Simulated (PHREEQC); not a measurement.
Model water analysis in mmol/kgw, 25 °C, pH 2.97, pe 11:

```csv
constituent,mmol/kgw
Na,0.403
K,1.49
Ca,2.81
Mg,1.84
Cl,3.64
S(6),9.22
Fe(3),3.48
```

Valence states are taken as typed.

The numbers come from PHREEQC with the ion-association model, phreeqc.dat.

No solid was allowed to form.

Task: Order these S species by the share of S that they hold, largest first: SO4-2, MgSO4, FeSO4+, HSO4-, CaSO4.

Result: SO4-2 (56 %), FeSO4+ (24 %), CaSO4 (6.7 %), MgSO4 (5.5 %), HSO4- (3.8 %)

The pH is 2.97 and the ionic strength 0.0248 mol/kgw. The solution is supersaturated, for example in Jarosite-K, Hematite (slow to form), so a real one may precipitate; this is no full list.
